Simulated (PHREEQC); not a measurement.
1 kg of water holding 0.3 mol/kgw K2CO3 meets 20 L of dry gas (CO2 1 by moles) at fixed total pressure, at 100 °C; fugacities by Peng-Robinson. The gases take part in no redox reaction, some water evaporates into the gas, and hydrates or a liquid gas phase aren't modelled. Nothing may precipitate in this run.

Model: ion-association model, phreeqc.dat, run in PHREEQC.

| P (atm) | dissolved CO2 (all carbonate carbon) (mol/kgw) | φ of CO2 | pH |
|---|---|---|---|
| 2 | 0.608 | 0.996 | 7.98 |
| 5 | 0.643 | 0.987 | 7.41 |
| 10 | 0.689 | 0.974 | 7.07 |
| 20 | 0.776 | 0.948 | 6.76 |
| 30 | 0.857 | 0.923 | 6.59 |
| 40 | 0.934 | 0.898 | 6.48 |
| 50 | 1.01 | 0.874 | 6.39 |
| 75 | 1.17 | 0.818 | 6.25 |
| 100 | 1.30 | 0.766 | 6.16 |
| 150 | 1.50 | 0.676 | 6.05 |
| 200 | 1.64 | 0.607 | 5.99 |
| 300 | 1.83 | 0.523 | 5.92 |
| 400 | 1.96 | 0.480 | 5.86 |

The ionic strength reaches 0.70 mol/kgw; past about 0.7 this activity model is rough. At this temperature some constants are extrapolated from 25 °C, and those without enthalpy data are left unchanged.
